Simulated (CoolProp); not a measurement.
Carbon dioxide along the isotherm -51.55 °C: fugacity coefficient from the reference equation and from simpler models built on Tc = 31.0 °C, pc = 7.377 MPa, ω = 0.224; each cubic takes its own stable root.

The numbers come from the reference Helmholtz-energy equation of state, Span 1996 in CoolProp.

| p (MPa) | phase | reference |
|---|---|---|
| 2.31 | liquid | 0.2626 |
| 4.61 | liquid | 0.1379 |
| 6.92 | liquid | 0.09633 |
| 9.22 | liquid | 0.07575 |
| 11.5 | liquid | 0.06360 |
| 13.8 | liquid | 0.05551 |
| 16.1 | liquid | 0.04983 |
| 18.4 | liquid | 0.04566 |

Problem. How far does each simpler model (Soave-Redlich-Kwong, Peng-Robinson) lie from the reference over these 8 states: mean and median of the absolute difference, and the worst?

Solution. 
- Soave-Redlich-Kwong: mean 2.6 %, median 2.6 %, worst +3.8 % at -51.55 °C and 18.4 MPa
- Peng-Robinson: mean 1.0 %, median 1.0 %, worst -1.8 % at -51.55 °C and 18.4 MPa
